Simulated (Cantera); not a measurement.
Feed: 1 mol Al, 52 mol NH3, 2.6 mol H2, 0.84 mol N2, at 1898.15 K and 2900 Pa.

Cantera equilibrium calculation (NASA polynomials, part measured and part estimated; ideal gas, pure solids and liquids). Candidate condensed phases: Al, AlN; 13 gas species. The numbers say what is thermodynamically allowed, not how fast it happens.

Base state: H2 0.749, N2 0.246, H 0.00398, Al 0.00109, AlH 5.69e-5 (mole fractions); condensed: AlN(s).

Problem. What changes in the equilibrium state with this change: pressure from 2900 Pa to 13300 Pa?

Solution. 
```json
[
 {"species": "H2", "before": "0.749", "after": "0.752"},
 {"species": "N2", "before": "0.246", "after": "0.246"},
 {"species": "H", "before": "0.00398", "after": "0.00186"},
 {"species": "Al", "before": "0.00109", "after": "0.000111"},
 {"species": "AlH", "before": "5.69e-5", "after": "1.24e-5"},
 {"species": "AlN(s), mol", "before": "0.877", "after": "0.987"}
]
```
